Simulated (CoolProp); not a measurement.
The fluid at 295 K and 12 MPa is throttled through a valve to 6.82 MPa with no heat exchange. The same conditions are run with several fluids, on thermodynamics alone (safety and materials aside).

Values from CoolProp's reference Helmholtz-energy equation of state of each fluid (fluorine: de Reuck 1990; ethylene: Smukala 2000; dry air: Lemmon 2000; CF4 (R14): Platzer 1990; normal hydrogen: Leachman 2009). The equations of Platzer and Polt are older, rougher fits. Blends and air are pseudo-pure fits.

Q: Rank fluorine, ethylene, dry air, CF4 (R14), normal hydrogen by temperature change (K), highest first.

A: normal hydrogen (+1.8), fluorine (-8.0), ethylene (-8.2), dry air (-8.7), CF4 (R14) (-19.6)

| fluid | final density (kg/m³) |
|---|---|
| fluorine | 112 |
| ethylene | 323 |
| dry air | 84.5 |
| CF4 (R14) | 402 |
| normal hydrogen | 5.35 |
